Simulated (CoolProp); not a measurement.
Saturated liquid density (kg/m³) of octamethyltrisiloxane (MDM): the reference equation beside estimates from Tc = 565.4 K, pc = 1438 kPa, ω = 0.528. Rackett uses Z = 0.29056 − 0.08775 ω.

The numbers come from the reference Helmholtz-energy equation of state, Thol 2017 in CoolProp.

```
T (K)   reference     Rackett  van der Waals  Soave-Redlich-Kwong  Peng-Robinson
-----  ----------  ----------  -------------  -------------------  -------------
332.7       780.0       884.3          449.4                705.0          793.7
341.4       770.9  (withheld)          444.7                698.3          786.5
350         761.8       863.4          440.0           (withheld)          779.1
358.7       752.5       852.7          435.1                684.0          771.3
367.4       743.1       841.7          430.1                676.3          763.1
376.1       733.5  (withheld)          425.0                668.4          754.5
384.7       723.8       819.4          419.8                660.1          745.6
393.4  (withheld)       807.8          414.4                651.4          736.1
402.1       703.8       795.9          408.8                642.2          726.1
410.7       693.5       784.0          403.1                632.7     (withheld)
419.4       682.9       771.5     (withheld)                622.6          704.7
```

Question: Some entries are withheld; supply them.

Answer: 
- 341.4, Rackett: 873.9
- 350, Soave-Redlich-Kwong: 691.3
- 376.1, Rackett: 830.6
- 393.4, reference: 713.9
- 410.7, Peng-Robinson: 715.7
- 419.4, van der Waals: 397.2

Absolute difference from the reference over all 11 rows, mean and median: Rackett 13.2 and 13.2 %, van der Waals 42.1 and 42.1 %, Soave-Redlich-Kwong 9.0 and 8.9 %, Peng-Robinson 2.7 and 2.9 %.
